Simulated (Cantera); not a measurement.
# Equilibrium for fluorocarbon and chlorocarbon gases: CHF3 + F2 + H2

Feed: 1 mol CHF3, 1.8 mol F2, 12 mol H2, at 2452 °C and 0.133 bar.

Method: chemical equilibrium by Gibbs-energy minimisation in Cantera with the NASA 1993 tables (ideal gas, pure condensed phases). Candidate condensed phases: C, C6H6, C7H8, C8H18; 95 gas species. The numbers say what is thermodynamically allowed, not how fast it happens.

The x(H2) comes out as 0.476 and the x(HF) comes out as 0.393. The x(H) comes out as 0.118. The x(C2H2 (acetylene)) comes out as 0.0123, the x(F) is 0.000348 and the x(C2H) is 0.000337. The x(C4H2) is 0.000132 and the x(C3) is 9.17e-5. The x(CF) comes out as 2.13e-5 and the n(C(graphite)) is 0.560 mol. The gas amount is 16.80 mol.
